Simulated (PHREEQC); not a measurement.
# Phosphoric acid bath: speciation

Dissolve 0.028 mol/kgw H3PO4, 0.00042 mol/kgw HNO3 and 2.9e-06 mol/kgw H4SiO4 at 25 °C. Closed to the air; pH follows from the charge balance.

All values are PHREEQC results (ion-association model, wateq4f.dat), not measurements.

No solid was allowed to form.

Q: Predict the pH, ionic strength.

A: pH 1.97; ionic strength 0.0120 mol/kgw.

Q: In which forms is P present?

A: H3PO4 59 %, H2PO4- 41 % of the P.

H3PO4, which wateq4f.dat lacks, is added to it with the constant of phreeqc.dat.
